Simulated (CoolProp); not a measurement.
Vapour-liquid equilibrium of CH2F2 (R32) (1) + R1234yf (2) at -67.55 °C; x and y are mole fractions of (1).

Model: multi-fluid Helmholtz-energy mixture model, Tillner-Roth 1997 and Lemmon 2022; pair parameters Bell 2023, in CoolProp.

Question: Give the bubble pressure and the first vapour's composition at x = 0.25, 0.75, 0.85. Is there an azeotrope?

Answer: x = 0.25: 0.02656 MPa, y = 0.617; x = 0.75: 0.03907 MPa, y = 0.865; x = 0.85: 0.04042 MPa, y = 0.906. No azeotrope shows between x = 0.05 and 0.95.

Pair parameters are fitted to limited data, so mixtures are less certain than the pure fluids.
